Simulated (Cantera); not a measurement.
A closed system holds: 1 mol Cu, 1.2 mol NH₃, 100 mol H₂, equilibrated at 0.00470 bar.

These are equilibrium values from Cantera (NASA tables, ideal gas, pure condensed phases), not measurements of a reactor. Candidate condensed phases: Cu; 11 gas species. The numbers say what is thermodynamically allowed, not how fast it happens. All values below are at 1225 K.

Base state: H₂ 0.994, N₂ 0.00586 (mole fractions); condensed: Cu(s).

Problem. What changes in the equilibrium state with this change: Cu replaced by Pb?

Solution. 
```json
[
 {"species": "H₂", "before": "0.994", "after": "0.985"},
 {"species": "Pb", "before": "0", "after": "0.00967"},
 {"species": "N₂", "before": "0.00586", "after": "0.00580"},
 {"species": "Cu(s), mol", "before": "0.999", "after": "0"}
]
```
Further candidate phases: Pb.
